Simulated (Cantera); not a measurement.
# Hydrocarbon pyrolysis for carbon deposition

A perfectly stirred reactor is fed with CH₄ : N₂ = 1 : 45 (molar parts), at 1.00 bar; it is held at 1850 K, and followed from long to short residence time.

Detailed kinetics in Cantera: GRI-Mech 3.0 (53 species, 325 reactions). GRI-Mech 3.0 stops at C3 and has no aromatics, soot or wall deposition, so with more carbon than oxygen in the feed, carbon stays in small species such as C2H2 where larger ones or solid carbon would form.

```json
[
 {"τ (s)": "0.53", "x CH₄": "0.000888", "x C₂H₆": "1.91e-7", "x H₂": "0.0305", "x C₂H₂": "0.0101", "x CH₂": "1.77e-7", "x HCN": "0.000116", "x H": "9.08e-5"},
 {"τ (s)": "0.30", "x CH₄": "0.00118", "x C₂H₆": "3.35e-7", "x H₂": "0.0300", "x C₂H₂": "0.00997", "x CH₂": "2.30e-7", "x HCN": "8.32e-5", "x H": "8.90e-5"},
 {"τ (s)": "0.17", "x CH₄": "0.00158", "x C₂H₆": "5.85e-7", "x H₂": "0.0294", "x C₂H₂": "0.00977", "x CH₂": "2.97e-7", "x HCN": "5.88e-5", "x H": "8.66e-5"},
 {"τ (s)": "0.095", "x CH₄": "0.00212", "x C₂H₆": "1.03e-6", "x H₂": "0.0286", "x C₂H₂": "0.00950", "x CH₂": "3.83e-7", "x HCN": "4.07e-5", "x H": "8.36e-5"},
 {"τ (s)": "0.054", "x CH₄": "0.00281", "x C₂H₆": "1.77e-6", "x H₂": "0.0276", "x C₂H₂": "0.00913", "x CH₂": "4.85e-7", "x HCN": "2.81e-5", "x H": "7.98e-5"},
 {"τ (s)": "0.030", "x CH₄": "0.00375", "x C₂H₆": "3.08e-6", "x H₂": "0.0261", "x C₂H₂": "0.00863", "x CH₂": "6.12e-7", "x HCN": "1.88e-5", "x H": "7.51e-5"},
 {"τ (s)": "0.017", "x CH₄": "0.00493", "x C₂H₆": "5.16e-6", "x H₂": "0.0243", "x C₂H₂": "0.00798", "x CH₂": "7.53e-7", "x HCN": "1.25e-5", "x H": "6.96e-5"},
 {"τ (s)": "0.0095", "x CH₄": "0.00644", "x C₂H₆": "8.56e-6", "x H₂": "0.0219", "x C₂H₂": "0.00713", "x CH₂": "9.14e-7", "x HCN": "7.86e-6", "x H": "6.29e-5"},
 {"τ (s)": "0.0054", "x CH₄": "0.00823", "x C₂H₆": "1.35e-5", "x H₂": "0.0191", "x C₂H₂": "0.00611", "x CH₂": "1.08e-6", "x HCN": "4.79e-6", "x H": "5.55e-5"},
 {"τ (s)": "0.0030", "x CH₄": "0.0104", "x C₂H₆": "2.07e-5", "x H₂": "0.0157", "x C₂H₂": "0.00485", "x CH₂": "1.24e-6", "x HCN": "2.67e-6", "x H": "4.68e-5"},
 {"τ (s)": "0.0017", "x CH₄": "0.0127", "x C₂H₆": "2.93e-5", "x H₂": "0.0120", "x C₂H₂": "0.00348", "x CH₂": "1.35e-6", "x HCN": "1.38e-6", "x H": "3.76e-5"}
]
```
x: mole fraction; the columns are a selection and need not sum to one.
